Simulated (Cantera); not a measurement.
An isothermal, constant-pressure homogeneous reactor starts with H2 : O2 : N2 = 0.42 : 1 : 0.6 (molar parts), equivalence ratio 0.21, at 1400 K and 6.83 Torr.

Cantera simulation using GRI-Mech 3.0 (53 species, 325 reactions); the numbers are that mechanism's predictions, not measurements. Radical loss at walls, strong at low pressure, is not modelled. The temperature is held fixed by assumption; the heat of reaction is taken as removed at once.

One state of this run: x H2 = 0.0131; x O2 = 0.383; x NO = 1.71e-6; x N2O = 1.30e-9; x O = 0.0654; x H2O = 0.160; x H = 0.0621. x: mole fraction; the columns are a selection and need not sum to one.

Task: Which value of t (s) does it belong to?
A. 2.51
B. 0.399
C. 0.0100
D. 100

Result: C, 0.0100
